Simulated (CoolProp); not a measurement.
n-perfluorohexane along the isobar 13.1 bar: density (kg/m³) from the reference equation and from simpler models built on Tc = 448.0 K, pc = 17.42 bar, ω = 0.497; each cubic takes its own stable root.

Model: reference Helmholtz-energy equation of state, Gao 2022, in CoolProp.

```json
[
 {"T (K)": "364.7", "phase": "liquid", "reference": "1471"},
 {"T (K)": "372.4", "phase": "liquid", "reference": "1442"},
 {"T (K)": "380.2", "phase": "liquid", "reference": "1410"},
 {"T (K)": "387.9", "phase": "liquid", "reference": "1377"},
 {"T (K)": "395.7", "phase": "liquid", "reference": "1341"},
 {"T (K)": "403.5", "phase": "liquid", "reference": "1301"},
 {"T (K)": "411.2", "phase": "liquid", "reference": "1256"},
 {"T (K)": "419", "phase": "liquid", "reference": "1203"},
 {"T (K)": "426.7", "phase": "liquid", "reference": "1137"},
 {"T (K)": "434.5", "phase": "gas", "reference": "221.6"},
 {"T (K)": "442.2", "phase": "gas", "reference": "195.9"},
 {"T (K)": "450", "phase": "gas", "reference": "179.8"}
]
```

How far does each simpler model (Redlich-Kwong, Peng-Robinson) lie from the reference over these 12 states: mean and median of the absolute difference, and the worst?


- Redlich-Kwong: mean 24.3 %, median 22.9 %, worst -80.5 % at 426.7 K and 13.1 bar
- Peng-Robinson: mean 5.5 %, median 4.8 %, worst -13.3 % at 426.7 K and 13.1 bar

At some of these states Redlich-Kwong gives the other phase, because its saturation line lies elsewhere.
